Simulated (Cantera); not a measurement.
# Ignition delay

Mixture: 10.2 % CO, 9.54 % H2, 8.63 % CH4, 15.0 % O2, 56.6 % N2, equivalence ratio 1.8, at 1.38 atm, adiabatic and at constant pressure. Ignition delay is the time to a rise of 400 K.

Detailed kinetics in Cantera: GRI-Mech 3.0 (53 species, 325 reactions). Below about 1000 K GRI-Mech 3.0 lacks low-temperature oxidation paths. Below about 950 K walls govern HO2 and H2O2 in real vessels.

```
T0 (K)  delay (ms)
------  ----------
925           29.4
975           9.61
1025          4.73
1075          2.75
1125          1.71
1175          1.11
1225         0.731
1275         0.494
```

```yaml
apparent activation energy between 1175 and 1275 K: 100 kJ/mol
```
